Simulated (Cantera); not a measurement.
A closed system holds: 1 mol borazine, 170 mol H2, 0.75 mol H2O, held at 0.0100 bar.

Equilibrium computed with Cantera from the NASA thermochemical tables; the gas is ideal and each condensed phase is pure. Candidate condensed phases: B, BN, B2O3, B3O3H3, H2O; 39 gas species. The feed counts by its element totals alone. Mutual solubility and eutectic melting of coexisting phases are not modelled. The tables' values for BH2 are old estimates; treat these amounts as uncertain. Kinetics and transport are ignored.

x: gas mole fraction; n: condensed amount in mol.

```csv
T (K),x H2,x H,x N2,x HBO,x BO,n BN(s),n B2O3(l),n B(s)
1025,0.998,4.35e-8,0.00136,2.05e-7,<1e-12,2.53,0.236,0
1125,0.998,4.44e-7,0.00136,4.32e-6,9.89e-11,2.53,0.232,0
1225,0.998,3.11e-6,0.00135,5.46e-5,7.08e-9,2.53,0.215,0
1325,0.997,?,0.00135,?,?,2.53,?,0
1425,0.995,6.81e-5,0.00159,0.00197,3.94e-6,2.45,0,0
1525,0.994,0.000236,0.00196,0.00335,2.00e-5,2.32,0,0
1625,0.993,0.000703,0.00211,0.00392,6.09e-5,2.26,0,0
1725,0.992,0.00185,0.00215,0.00398,0.000144,2.25,0,0
1825,0.989,?,0.00219,0.00387,?,2.24,0,0
1925,0.982,0.00948,0.00368,0.00363,0.000547,1.71,0,0.488
2025,0.968,0.0189,0.00846,0.00325,0.000902,0,0,2.15
2125,0.951,0.0354,0.00838,0.00278,0.00134,0,0,2.07
```

**Question.** Fill in the missing entries.

**Answer.** 
- 1825, x H: 0.00438
- 1825, x BO: 0.000297
- 1325, x H: 1.63e-5
- 1325, x HBO: 0.000464
- 1325, x BO: 2.62e-7
- 1325, n B2O3(l): 0.137
